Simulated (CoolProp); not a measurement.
The fluid at 293.15 K and 6.15 MPa (liquid) is heated at constant pressure to 342.7 K. The same conditions are run with several fluids, on thermodynamics alone (safety and materials aside).

Model: reference Helmholtz-energy equation of state of each fluid (the fluoroketone C6F12O (FK-5-1-12): McLinden 2015; C3F8 (R218): Lemmon 2006; R1132(E): Akasaka 2024; R22: Kamei 1995; R365MFC: Lemmon 2016), in CoolProp.

**Question.** Rank the fluoroketone C6F12O (FK-5-1-12), C3F8 (R218), R1132(E), R22, R365MFC by heat (kJ/kg), highest first.

**Answer.** R1132(E) (101), R365MFC (69.4), R22 (63.9), C3F8 (R218) (57.3), the fluoroketone C6F12O (FK-5-1-12) (54.6)

| fluid | final density (kg/m³) |
|---|---|
| the fluoroketone C6F12O (FK-5-1-12) | 1500 |
| C3F8 (R218) | 1150 |
| R1132(E) | 725 |
| R22 | 1030 |
| R365MFC | 1180 |
